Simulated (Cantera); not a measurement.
# Stirred combustor or abatement burner

A perfectly stirred reactor is fed with 18.1 % H₂, 17.1 % O₂, 64.4 % N₂, 0.327 % NO, at 8250 Torr; it is adiabatic with a 375 K inlet, and is followed from long to short residence time, starting on the burning branch (τ in s: 0.082, 0.03, 0.011, 0.0042, 0.0016, 0.00059, 0.00022, 8.1e-05, 3e-05, 1.1e-05, 4.2e-06).

Detailed kinetics in Cantera: GRI-Mech 3.0 (53 species, 325 reactions). The hydrogen kinetics of GRI-Mech 3.0 are dated; newer H2 mechanisms differ, most at raised pressure. The mechanism lacks 2 NO + O2 → 2 NO2 and HONO, so NO2 and the effect of NO are under-described below about 1400 K.

```json
[
 {"τ (s)": "0.082", "T (K)": "1766", "x H₂": "2.77e-5", "x O₂": "0.0883", "x NO": "0.00356", "x H₂O₂": "1.94e-7", "x N₂O": "5.57e-7", "x NO₂": "2.53e-5", "x H": "5.15e-7"},
 {"τ (s)": "0.030", "T (K)": "1765", "x H₂": "5.45e-5", "x O₂": "0.0883", "x NO": "0.00356", "x H₂O₂": "2.49e-7", "x N₂O": "7.45e-7", "x NO₂": "3.09e-5", "x H": "9.89e-7"},
 {"τ (s)": "0.011", "T (K)": "1764", "x H₂": "0.000110", "x O₂": "0.0883", "x NO": "0.00355", "x H₂O₂": "3.53e-7", "x N₂O": "1.11e-6", "x NO₂": "3.98e-5", "x H": "2.22e-6"},
 {"τ (s)": "0.0042", "T (K)": "1763", "x H₂": "0.000217", "x O₂": "0.0883", "x NO": "0.00354", "x H₂O₂": "5.23e-7", "x N₂O": "1.69e-6", "x NO₂": "5.02e-5", "x H": "5.22e-6"},
 {"τ (s)": "0.0016", "T (K)": "1760", "x H₂": "0.000424", "x O₂": "0.0883", "x NO": "0.00352", "x H₂O₂": "7.92e-7", "x N₂O": "2.50e-6", "x NO₂": "5.89e-5", "x H": "1.28e-5"},
 {"τ (s)": "0.00059", "T (K)": "1756", "x H₂": "0.000841", "x O₂": "0.0883", "x NO": "0.00351", "x H₂O₂": "1.22e-6", "x N₂O": "3.39e-6", "x NO₂": "6.18e-5", "x H": "3.32e-5"},
 {"τ (s)": "0.00022", "T (K)": "1747", "x H₂": "0.00165", "x O₂": "0.0885", "x NO": "0.00351", "x H₂O₂": "1.84e-6", "x N₂O": "4.08e-6", "x NO₂": "5.78e-5", "x H": "8.56e-5"},
 {"τ (s)": "8.1e-5", "T (K)": "1732", "x H₂": "0.00328", "x O₂": "0.0890", "x NO": "0.00351", "x H₂O₂": "2.76e-6", "x N₂O": "4.53e-6", "x NO₂": "4.92e-5", "x H": "0.000222"},
 {"τ (s)": "3.0e-5", "T (K)": "1702", "x H₂": "0.00659", "x O₂": "0.0902", "x NO": "0.00350", "x H₂O₂": "4.15e-6", "x N₂O": "4.71e-6", "x NO₂": "3.94e-5", "x H": "0.000552"},
 {"τ (s)": "1.1e-5", "T (K)": "1637", "x H₂": "0.0144", "x O₂": "0.0934", "x NO": "0.00349", "x H₂O₂": "6.88e-6", "x N₂O": "4.98e-6", "x NO₂": "3.12e-5", "x H": "0.00127"},
 {"τ (s)": "4.2e-6", "T (K)": "375", "x H₂": "0.181", "x O₂": "0.171", "x NO": "0.00327", "x H₂O₂": "<1e-12", "x N₂O": "<1e-12", "x NO₂": "<1e-12", "x H": "<1e-12"}
]
```
x: mole fraction; the columns are a selection and need not sum to one.
